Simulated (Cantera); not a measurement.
An isothermal, constant-pressure homogeneous reactor starts with CH4 : H2 : H = 0.012 : 1 : 0.06 (molar parts), at 1975 K and 100.0 Torr.

Detailed kinetics in Cantera: GRI-Mech 3.0 (53 species, 325 reactions). GRI-Mech 3.0 stops at C3 and has no aromatics, soot or wall deposition, so with more carbon than oxygen in the feed, carbon stays in small species such as C2H2 where larger ones or solid carbon would form.

One state of this run: x CH4 = 0.00250; x H2 = 0.964; x H = 0.0281; x CH3 = 0.00140; x C2H2 = 0.00362; x CH2 = 3.96e-5. x: mole fraction; the columns are a selection and need not sum to one.

**Question.** Which value of t (s) does it belong to?
A) 0.00972
B) 6.00e-6
C) 100
D) 0.000242

**Answer.** D, 0.000242
